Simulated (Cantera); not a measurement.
Input: 1 mol Si3N4, 0.057 mol C, 0.94 mol H2, at 0.100 bar.

Equilibrium computed with Cantera from the NASA thermochemical tables; the gas is ideal and each condensed phase is pure. Candidate condensed phases: C, C6H6, C7H8, C8H18, Si, SiC, Si3N4; 105 gas species. Mutual solubility and eutectic melting of coexisting phases are not modelled. Gases not in the tables: Si2H6 and higher silanes. Rates play no part.

Q: Which condensed phases are stable at each of these points (T (K)): 1425, 1575, 1725, 1875, 2025, 2175, 2325, 2475, 2625, 2775, 2925?

A: 
```tsv
T (K)	condensed phases	Si condensed (%)
1425	SiC(s) + Si3N4(s)	100.0
1575	SiC(s) + Si3N4(s)	100.0
1725	SiC(s) + Si3N4(s)	100.0
1875	Si(l) + SiC(s) + Si3N4(s)	100.0
2025	Si(l) + SiC(s)	99.9
2175	Si(l) + SiC(s)	99.6
2325	Si(l) + SiC(s)	98.4
2475	Si(l) + SiC(s)	93.9
2625	Si(l)	81.8
2775	Si(l)	42.1
2925	gas only	0.0
```

From 1425 K to 1725 K the condensed part is SiC(s) + Si3N4(s). At 1875 K the condensed part is Si(l) + SiC(s) + Si3N4(s). From 2025 K to 2475 K the condensed part is Si(l) + SiC(s). From 2625 K to 2775 K the condensed part is Si(l). At 2925 K nothing is condensed.
